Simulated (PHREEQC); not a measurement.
A solution holds 0.0087 mol/kgw ZnCl2, 0.025 mol/kgw KCl and 0.11 mol/kgw HCl, at 25 °C. Closed to the air; pH follows from the charge balance.

Computed with PHREEQC (ion-association model, phreeqc.dat).

Each row changes one thing in this solution. Precipitation was switched off in this run.

```tsv
case	pH	Zn+2 (mol/kgw)	ZnCl+ (mol/kgw)	ZnCl2 (mol/kgw)	ZnCl3- (mol/kgw)	ZnCl4-2 (mol/kgw)	SI of Sylvite (KCl)
as made	1.05	0.00761	0.000995	8.18e-5	1.43e-5	1.82e-6	-3.59
temperature from 25 to 30 °C	1.05	0.00739	0.00119	9.92e-5	1.79e-5	2.36e-6	-3.62
HCl replaced by LiCl at the same molality	5.50	0.00760	…	8.18e-5	1.43e-5	1.81e-6	-3.59
ZnCl2 from 0.0087 to 0.00087 mol/kgw	1.05	…	9.51e-5	7.31e-6	1.15e-6	1.29e-7	-3.63
HCl from 0.11 to 0.165 mol/kgw	0.88	0.00736	0.00118	0.000123	2.98e-5	5.35e-6	-3.49
temperature from 25 to 45 °C	1.05	0.00660	0.00189	0.000164	3.19e-5	4.71e-6	-3.70
```

Problem. Some entries are withheld; supply them.

Solution. 
- HCl replaced by LiCl at the same molality, ZnCl+ (mol/kgw): 0.000994
- ZnCl2 from 0.0087 to 0.00087 mol/kgw, Zn+2 (mol/kgw): 0.000766

Species that the database lacks are ignored. Constants without temperature data keep their 25 °C values here.
